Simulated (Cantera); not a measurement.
**Catalytic combustion on Pt**

An isothermal plug-flow reactor at 875 K and 0.520 bar (inlet), inlet velocity 1.4 m/s, active area per volume 2100 1/m; feed CH4 : O2 : N2 : H2O = 0.028 : 0.013 : 0.79 : 0.016 (molar parts).

Detailed kinetics in Cantera: Deutschmann's 1995 Pt surface mechanism with GRI-Mech 3.0 gas chemistry. Catalytic surfaces can have several steady states; this one follows from the mechanism file's or the stated starting coverage. Mass transfer to the wall is taken as infinitely fast.

```
z (m)     x CH4     x O2   x H2O    x CO2     x CO  θ free Pt      θ H*     θ CO*   θ C*
-------  ------  -------  ------  -------  -------  ---------  --------  --------  -----
0.00092  0.0263  0.00573  0.0312  9.23e-5  0.00656      0.145   0.00120    0.0401  0.814
0.0016   0.0257  0.00498  0.0321  9.23e-5  0.00716      0.110   0.00118    0.0252  0.864
0.0029   0.0251  0.00428  0.0329  9.23e-5  0.00773     0.0817   0.00114    0.0150  0.902
0.0052   0.0246  0.00368  0.0335  9.23e-5  0.00824     0.0610   0.00109   0.00891  0.929
0.0092   0.0241  0.00318  0.0341  9.22e-5  0.00869     0.0459   0.00102   0.00531  0.948
0.016    0.0237  0.00276  0.0345  9.22e-5  0.00908     0.0349  0.000953   0.00319  0.961
0.029    0.0233  0.00237  0.0349  9.22e-5  0.00946     0.0259  0.000876   0.00183  0.971
0.052    0.0230  0.00204  0.0352  9.22e-5  0.00979     0.0193  0.000800   0.00106  0.979
0.092    0.0227  0.00176  0.0355  9.21e-5   0.0101     0.0145  0.000727  0.000611  0.984
```
x: gas mole fraction; θ: surface coverage.
